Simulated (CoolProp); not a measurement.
Vapour-liquid equilibrium of methanol (1) + acetone (2) at 1.09 MPa; x and y are mole fractions of (1).

Model: multi-fluid Helmholtz-energy mixture model, de Reuck 1993 and Lemmon 2006; pair parameters Bell 2016, in CoolProp.

```json
[
 {"x": "0.05", "bubble temperature (K)": "419.3", "y at the bubble point": "0.071", "dew temperature at overall composition x (K)": "419.7", "liquid density (mol/L)": "11.03"},
 {"x": "0.15", "bubble temperature (K)": "416.8", "y at the bubble point": "0.195", "dew temperature at overall composition x (K)": "417.6", "liquid density (mol/L)": "11.66"},
 {"x": "0.25", "bubble temperature (K)": "414.9", "y at the bubble point": "0.304", "dew temperature at overall composition x (K)": "415.8", "liquid density (mol/L)": "12.35"},
 {"x": "0.35", "bubble temperature (K)": "413.5", "y at the bubble point": "0.401", "dew temperature at overall composition x (K)": "414.2", "liquid density (mol/L)": "13.10"},
 {"x": "0.45", "bubble temperature (K)": "412.5", "y at the bubble point": "0.490", "dew temperature at overall composition x (K)": "412.9", "liquid density (mol/L)": "(withheld)"},
 {"x": "0.55", "bubble temperature (K)": "411.9", "y at the bubble point": "(withheld)", "dew temperature at overall composition x (K)": "412.0", "liquid density (mol/L)": "14.85"},
 {"x": "0.65", "bubble temperature (K)": "411.6", "y at the bubble point": "0.658", "dew temperature at overall composition x (K)": "411.6", "liquid density (mol/L)": "15.88"},
 {"x": "0.75", "bubble temperature (K)": "411.5", "y at the bubble point": "(withheld)", "dew temperature at overall composition x (K)": "411.6", "liquid density (mol/L)": "17.04"},
 {"x": "0.85", "bubble temperature (K)": "411.9", "y at the bubble point": "0.836", "dew temperature at overall composition x (K)": "412.0", "liquid density (mol/L)": "18.34"},
 {"x": "0.95", "bubble temperature (K)": "412.6", "y at the bubble point": "0.941", "dew temperature at overall composition x (K)": "412.7", "liquid density (mol/L)": "19.81"}
]
```

### Question
Complete the blanks.

### Answer

- 0.45, liquid density (mol/L): 13.93
- 0.55, y at the bubble point: 0.575
- 0.75, y at the bubble point: 0.744

y crosses x between x = 0.65 and 0.75: the model has an azeotrope there.

Pair parameters are fitted to limited data, so mixtures are less certain than the pure fluids.
